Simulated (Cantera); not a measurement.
A Cantera script and what it prints.

```python
import numpy as np
import cantera as ct

gas_names = [...]  # 113 gases of nasa_gas.yaml made of C, H, O, Ti
cond_names = """
    C(gr) C6H6(L) C7H8(L) C8H18(L),n-octa H2O(s) H2O(L) Ti(a) Ti(b) Ti(L) TiC(s) TiC(L) TiO(a) TiO(b)
    TiO(L) TiO2(ru) TiO2(L) Ti2O3(a) Ti2O3(b) Ti2O3(L) Ti3O5(a) Ti3O5(b) Ti3O5(L) Ti4O7(s) Ti4O7(L)
""".split()


# ... load() reads the species with a 1 bar reference pressure and builds the phases ...
atoms = {
    'Ti': {'Ti': 1},
    'H2O': {'H': 2, 'O': 1},
    'H2': {'H': 2},
    'C3H8': {'C': 3, 'H': 8},
}
top_T = {'C(gr)': 4500}  # K; cautious upper limits of use, not melting points


# ... equilibrate(T, P, feed) seeds the gas with the atoms and calls Mixture.equilibrate('TP', solver="vcs", rtol=1e-11, max_steps=5000) ...
results = []
feed = {'Ti': 1, 'H2O': 4.4, 'H2': 23, 'C3H8': 0.19}  # mol
P = 38000  # Pa
for T in [1000, 1100, 1200, 1300, 1400, 1500, 1600, 1700, 1800, 1900, 2000, 2100, 2200]:
    mix = equilibrate(T, P, feed)
    results.append((T, P, feed, dict(zip(mix.species_names, mix.species_moles))))

top = {s: max(r[3][s] / sum(r[3][g] for g in gas_names) for r in results) for s in gas_names}
cols = sorted((s for s in top if top[s] > 0.001), key=lambda s: -top[s])[:6]
seen = [c for c in cond_names if any(r[3].get(c, 0) > 1e-12 for r in results)]
print("log10 of partial pressures in bar; condensed amounts in mol")
print(f"{'T/K':>10s}" + "".join(f"{s[:9]:>10s}" for s in cols + seen))
for T, P, feed, n in results:
    ng = sum(n[g] for g in gas_names)
    print(f"{T:10.4g}" + "".join(f"{np.log10(max(n[s] / ng * P / 1e5, 1e-99)):10.3f}" for s in cols)
          + "".join(f"{n.get(c, 0):10.4g}" for c in seen))
```

Output:

```
log10 of partial pressures in bar; condensed amounts in mol
       T/K        H2       H2O        CO         H       CO2       CH4  TiO2(ru)  Ti4O7(s)  Ti4O7(L)
      1000    -0.458    -1.619    -2.188    -8.873    -3.192    -3.366         1         0         0
      1100    -0.458    -1.624    -2.153    -7.816    -3.325    -4.395         1         0         0
      1200    -0.458    -1.622    -2.144    -6.934    -3.447    -5.282         1         0         0
      1300    -0.458    -1.621    -2.139    -6.185    -3.549    -6.036         1         0         0
      1400    -0.458    -1.620    -2.136    -5.542    -3.635    -6.683         1         0         0
      1500    -0.458    -1.620    -2.134    -4.983    -3.709    -7.243         1         0         0
      1600    -0.458    -1.619    -2.133    -4.494    -3.772    -7.733         1         0         0
      1700    -0.458    -1.619    -2.131    -4.061    -3.826    -8.164         1         0         0
      1800    -0.462    -1.563    -2.132    -3.677    -3.815    -8.614         0      0.25         0
      1900    -0.463    -1.563    -2.131    -3.332    -3.856    -8.955         0      0.25         0
      2000    -0.463    -1.563    -2.131    -3.020    -3.892    -9.260         0         0      0.25
      2100    -0.464    -1.564    -2.131    -2.739    -3.924    -9.537         0         0      0.25
      2200    -0.466    -1.565    -2.131    -2.482    -3.953    -9.789         0         0    0.2499
```

Cantera equilibrium calculation (NASA polynomials, part measured and part estimated; ideal gas, pure solids and liquids). Condensed phases not in the tables: Magnéli phases beyond Ti4O7. Gases not in the tables: TiO(OH)2.
